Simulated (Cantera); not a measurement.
A closed system holds: 1 mol SiCl4, 1.9 mol HCl, 2.4 mol H2, equilibrated at 700 K and 750 Torr.

These are equilibrium values from Cantera (NASA tables, ideal gas, pure condensed phases), not measurements of a reactor. Candidate condensed phases: Si; 19 gas species. Kinetics and transport are ignored.

**Question.** What is the equilibrium state?

**Answer.** 
* **x(H2)**: 0.453
* **x(HCl)**: 0.359
* **x(SiCl4)**: 0.189
* **x(SiHCl3)**: 4.87e-5
* **gas amount**: 5.300 mol
* **log10 activity of Si(s) (absent)**: -12.67
